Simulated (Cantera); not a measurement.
Mixture: CO : H2 : CH4 : O2 : N2 = 1 : 0.069 : 0.78 : 2.69 : 9.94 (molar parts), equivalence ratio 0.78, at 101000 Pa, adiabatic and at constant volume. Ignition delay is the time to a rise of 400 K.

Cantera simulation using GRI-Mech 3.0 (53 species, 325 reactions); the numbers are that mechanism's predictions, not measurements.

**Question.** At T0 = 1450 K, what is the delay, and which 5 reactions control it most (d ln τ / d ln k, from doubling and halving each rate constant)?

**Answer.** The delay is 0.914 ms.
```tsv
reaction	d ln τ / d ln k	faster rate
H + O2 <=> O + OH	-0.66	shortens it
2 CH3 (+M) <=> C2H6 (+M)	0.43	lengthens it
CH3 + O2 <=> CH3O + O	-0.38	shortens it
CH4 + OH <=> CH3 + H2O	0.35	lengthens it
CH4 + H <=> CH3 + H2	0.26	lengthens it
```
